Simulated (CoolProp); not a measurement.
A single-stage vapour-compression cycle with chlorine: evaporating at 314.15 K (dew point), condensing at 362.15 K (bubble point), superheat 0 K, subcooling 0 K, compressor efficiency 0.65, no pressure losses. Each further row changes one setting.

Model: reference Helmholtz-energy equation of state, Thol 2021, in CoolProp.

```csv
case,cooling COP,pressure ratio,discharge temperature (K),refrigerating effect (kJ/kg),volumetric capacity (kJ/m³)
as stated,?,2.73,434.2,182,6730
evaporating temperature 319.15 K,?,?,?,?,7600
condensing temperature 357.15 K,3.81,2.49,?,188,6950
subcooling 5 K,3.43,2.73,434.2,188,6950
```

Question: Fill in the missing entries.

Answer: 
- as stated, cooling COP: 3.32
- evaporating temperature 319.15 K, cooling COP: 3.83
- evaporating temperature 319.15 K, pressure ratio: 2.42
- evaporating temperature 319.15 K, discharge temperature (K): 424.3
- evaporating temperature 319.15 K, refrigerating effect (kJ/kg): 183
- condensing temperature 357.15 K, discharge temperature (K): 422.1
